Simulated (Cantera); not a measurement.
**Thermodynamics of chemical vapour transport, feed Al + HCl + O2**

Feed: 1 mol Al, 0.68 mol HCl, a varied amount of O2, held at 825 °C and 0.133 bar.

Cantera equilibrium calculation (NASA polynomials, part measured and part estimated; ideal gas, pure solids and liquids). Candidate condensed phases: Al, AlCl3, Al2O3, H2O; 29 gas species. Mutual solubility and eutectic melting of coexisting phases are not modelled. The tables' values for AlCl2 are old estimates; treat these amounts as uncertain. The numbers say what is thermodynamically allowed, not how fast it happens.

```tsv
n(O2) (mol)	log p O2	log p HCl	log p H2	log p AlCl3	log p H2O	log p Cl2	log p AlCl	log p AlCl2	n Al(l)	n Al2O3(s)
0.027	<-12	-4.54	-1.12	-1.33	<-12	<-12	-2.11	-2.62	0.711	0.0180
0.039	<-12	-4.54	-1.12	-1.33	<-12	<-12	-2.11	-2.62	0.695	0.0260
0.058	<-12	-4.54	-1.12	-1.33	<-12	<-12	-2.11	-2.62	0.669	0.0387
0.086	<-12	-4.54	-1.12	-1.33	<-12	<-12	-2.11	-2.62	0.632	0.0573
0.13	<-12	-4.54	-1.12	-1.33	<-12	<-12	-2.11	-2.62	0.573	0.0867
0.19	<-12	-4.54	-1.12	-1.33	<-12	<-12	-2.11	-2.62	0.493	0.127
0.28	<-12	-4.54	-1.12	-1.33	<-12	<-12	-2.11	-2.62	0.373	0.187
0.41	<-12	-4.54	-1.12	-1.33	<-12	<-12	-2.11	-2.62	0.200	0.273
0.6	<-12	-1.74	-1.16	-1.34	-7.67	-11.96	-7.77	-5.45	0	0.400
0.89	-1.77	-1.05	-9.88	-7.99	-1.87	-1.87	<-12	<-12	0	0.500
1.3	-1.25	-1.27	-10.23	-8.51	-1.95	-1.95	<-12	<-12	0	0.500
1.9	-1.08	-1.46	-10.46	-8.85	-2.10	-2.10	<-12	<-12	0	0.500
2.9	-1.00	-1.66	-10.68	-9.19	-2.28	-2.28	<-12	<-12	0	0.500
```
log p: log10 of the partial pressure in bar; n: condensed amount in mol.

From 0.027 mol O2 to 0.41 mol O2 the condensed part is Al(l) + Al2O3(s). From 0.6 mol O2 to 2.9 mol O2 the condensed part is Al2O3(s).
